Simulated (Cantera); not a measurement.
Charge: 1 mol Si2H6, 0.14 mol Cl2, 11 mol N2, at 1225 °C and 10.0 mbar.

Equilibrium computed with Cantera from the NASA thermochemical tables; the gas is ideal and each condensed phase is pure. Candidate condensed phases: NH4Cl, Si, Si3N4; 28 gas species. The feed counts by its element totals alone. N2 is the only nitrogen source here; it is nearly inert below about 1500 K, so the nitride shown seldom forms there in practice. Rates play no part.

Base state: N2 0.755, H2 0.223, HCl 0.0214, SiCl2 0.000218, H 8.14e-5 (mole fractions); condensed: Si3N4(s).

Q: What changes in the equilibrium state with this change: Cl2 from 0.14 to 0.0043 mol?

A: 
| species | before | after |
|---|---|---|
| N2 | 0.755 | 0.763 |
| H2 | 0.223 | 0.236 |
| HCl | 0.0214 | 0.000678 |
| SiCl2 | 0.000218 | 2.06e-7 |
| H | 8.14e-5 | 8.37e-5 |
| Si3N4(s), mol | 0.666 | 0.667 |
